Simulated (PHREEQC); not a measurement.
## Hard or scaling water: speciation

A solution holds 0.31 mmol/kgw Ca(HCO3)2 and 41 mmol/kgw Na2HPO4, at 20 °C. Closed to the air; pH follows from the charge balance.

All values are PHREEQC results (ion-association model, phreeqc.dat), not measurements.

| Quantity | Value |
|---|---|
| pH | 8.95 |
| ionic strength | 0.118 mol/kgw |
| specific conductance | 5350 µS/cm |
| density | 1.004 g/cm³ |
| total alkalinity | 41.6 meq/kg |

```csv
species,molality,activity,log γ
Na+,0.0798,0.0621,-0.109
HPO4-2,0.0382,0.0137,-0.445
NaHPO4-,0.00213,0.00166,-0.108
HCO3-,0.000543,0.000423,-0.108
H2PO4-,0.000327,0.000255,-0.108
CaPO4-,0.000199,0.000155,-0.108
CaHPO4,7.89e-5,8.11e-5,0.012
PO4-3,5.97e-5,4.97e-6,-1.079
CO3-2,4.30e-5,1.59e-5,-0.433
Ca+2,3.16e-5,1.19e-5,-0.426
NaCO3-,1.83e-5,1.42e-5,-0.112
NaHCO3,1.48e-5,1.52e-5,0.012
```

Precipitation was switched off in this run. Saturation is exceeded, for instance for Hydroxyapatite; the values hold only as long as no solid forms. Complexes and solids missing from the database can't appear.
